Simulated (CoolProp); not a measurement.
Vapour-liquid equilibrium of ethanol (1) + hexamethyldisiloxane (MM) (2) at 272 kPa; x and y are mole fractions of (1).

The numbers come from the multi-fluid Helmholtz-energy mixture model, Schroeder 2014 and Thol 2016; pair parameters Bell 2016 in CoolProp.

| x | bubble temperature (°C) | y at the bubble point | dew temperature at overall composition x (°C) | liquid density (mol/L) |
|---|---|---|---|---|
| 0.05 | 128.0 | 0.237 | 136.5 | 4.094 |
| 0.2 | 113.5 | 0.520 | 129.8 | 4.789 |
| 0.35 | 108.5 | 0.617 | 122.4 | 5.607 |
| 0.5 | 106.4 | 0.674 | 114.6 | 6.690 |
| 0.65 | 105.2 | 0.727 | 107.2 | 8.201 |
| 0.8 | 104.7 | 0.804 | 104.7 | 10.40 |
| 0.95 | 105.2 | 0.937 | 105.3 | 13.80 |

y crosses x between x = 0.8 and 0.95: the model has an azeotrope there.

Pair parameters are fitted to limited data, so mixtures are less certain than the pure fluids.
